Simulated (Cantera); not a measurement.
## Hydrogen reduction and annealing atmospheres: Fe3O4 + H2 + H2O

Charge: 1 mol Fe3O4, 2600 mol H2, 3.5 mol H2O, equilibrated at 2.60 mbar.

Cantera equilibrium calculation (NASA polynomials, part measured and part estimated; ideal gas, pure solids and liquids). Candidate condensed phases: Fe, FeO, Fe(OH)2, Fe(OH)3, Fe2O3, Fe3O4, H2O; 12 gas species. Rates play no part.

```json
[
 {"T (K)": "948", "log p H2": "-2.59", "log p H": "-10.57", "log p H2O": "-5.13", "log p Fe": "<-14", "log p OH": "<-14", "n Fe(α)": "3.00", "n Fe(γ)": "0"},
 {"T (K)": "1048", "log p H2": "-2.59", "log p H": "-9.41", "log p H2O": "-5.13", "log p Fe": "-12.85", "log p OH": "-14.45", "n Fe(α)": "3.00", "n Fe(γ)": "0"},
 {"T (K)": "1148", "log p H2": "-2.59", "log p H": "-8.44", "log p H2O": "-5.13", "log p Fe": "-11.10", "log p OH": "-13.20", "n Fe(α)": "3.00", "n Fe(γ)": "0"},
 {"T (K)": "1248", "log p H2": "-2.59", "log p H": "-7.62", "log p H2O": "-5.13", "log p Fe": "-9.63", "log p OH": "-12.15", "n Fe(α)": "0", "n Fe(γ)": "3.00"},
 {"T (K)": "1348", "log p H2": "-2.59", "log p H": "-6.93", "log p H2O": "-5.13", "log p Fe": "-8.39", "log p OH": "-11.26", "n Fe(α)": "0", "n Fe(γ)": "3.00"},
 {"T (K)": "1448", "log p H2": "-2.59", "log p H": "-6.33", "log p H2O": "-5.13", "log p Fe": "-7.32", "log p OH": "-10.49", "n Fe(α)": "0", "n Fe(γ)": "2.95"},
 {"T (K)": "1548", "log p H2": "-2.59", "log p H": "-5.80", "log p H2O": "-5.13", "log p Fe": "-6.39", "log p OH": "-9.82", "n Fe(α)": "0", "n Fe(γ)": "2.60"},
 {"T (K)": "1648", "log p H2": "-2.59", "log p H": "-5.34", "log p H2O": "-5.13", "log p Fe": "-5.58", "log p OH": "-9.23", "n Fe(α)": "0", "n Fe(γ)": "0.383"},
 {"T (K)": "1748", "log p H2": "-2.59", "log p H": "-4.94", "log p H2O": "-5.13", "log p Fe": "-5.52", "log p OH": "-8.71", "n Fe(α)": "0", "n Fe(γ)": "0"},
 {"T (K)": "1848", "log p H2": "-2.59", "log p H": "-4.57", "log p H2O": "-5.13", "log p Fe": "-5.53", "log p OH": "-8.24", "n Fe(α)": "0", "n Fe(γ)": "0"},
 {"T (K)": "1948", "log p H2": "-2.60", "log p H": "-4.25", "log p H2O": "-5.13", "log p Fe": "-5.53", "log p OH": "-7.82", "n Fe(α)": "0", "n Fe(γ)": "0"},
 {"T (K)": "2048", "log p H2": "-2.61", "log p H": "-3.95", "log p H2O": "-5.14", "log p Fe": "-5.53", "log p OH": "-7.45", "n Fe(α)": "0", "n Fe(γ)": "0"},
 {"T (K)": "2148", "log p H2": "-2.62", "log p H": "-3.69", "log p H2O": "-5.15", "log p Fe": "-5.54", "log p OH": "-7.11", "n Fe(α)": "0", "n Fe(γ)": "0"},
 {"T (K)": "2248", "log p H2": "-2.65", "log p H": "-3.46", "log p H2O": "-5.17", "log p Fe": "-5.55", "log p OH": "-6.80", "n Fe(α)": "0", "n Fe(γ)": "0"}
]
```
log p: log10 of the partial pressure in bar; n: condensed amount in mol.

From 948 K to 1148 K the condensed part is Fe(α). From 1248 K to 1648 K the condensed part is Fe(γ). From 1748 K to 2248 K nothing is condensed.
